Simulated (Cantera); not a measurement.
Mixture: C₂H₄ : O₂ : N₂ : H₂O = 1 : 6.82 : 25.6 : 2.3 (molar parts), equivalence ratio 0.44, at 0.440 bar, adiabatic and at constant volume. Ignition delay is the time to a rise of 400 K.

Detailed kinetics in Cantera: GRI-Mech 3.0 (53 species, 325 reactions). GRI-Mech 3.0 was tuned for natural gas; its chemistry of ethylene as a main component is partial and can be far from experiment.

**Question.** What does this change do: 2 parts CO2 added?

**Answer.** 
| quantity | before | after |
|---|---|---|
| delay at 1075 K | 5.92 ms | 6.34 ms |
| delay at 1125 K | 1.39 ms | 1.47 ms |
| delay at 1175 K | 0.601 ms | 0.635 ms |
| delay at 1225 K | 0.362 ms | 0.383 ms |
| delay at 1275 K | 0.250 ms | 0.264 ms |
| delay at 1325 K | 0.185 ms | 0.196 ms |
| apparent activation energy between 1225 and 1325 K | 90 kJ/mol | 90 kJ/mol |
